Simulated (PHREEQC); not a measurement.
0.016 g of hydrous ferric oxide (600 m²/g; 0.2 weak and 0.005 strong sites per Fe, Dzombak-Morel constants, diffuse double layer) in 1 kg of water with 0.001 mol/kgw of an inert sodium salt and 0.0044 mmol/kgw H3BO3, at 25 °C; the pH is set by adding NaOH or the inert anion's acid. O2 is buffered at 0.21 atm. CO2 from the air is kept out. No solid was allowed to form.

Model: ion-association model, wateq4f.dat, run in PHREEQC.

```csv
pH,B sorbed (%),surface charge σ (C/m²),surface potential ψ (mV)
4,0.0,0.117,210
4.67,0.0,0.067,184
5.33,0.0,0.037,154
6,0.0,0.019,119
6.67,0.0,0.009,83
7.33,0.0,0.004,45
8,0.0,0.000,6
8.67,0.0,-0.003,-32
9.33,0.0,-0.007,-70
10,0.0,-0.015,-107
10.67,0.0,-0.035,-141
11.33,0.0,-0.085,-166
12,0.0,-0.200,-176
```
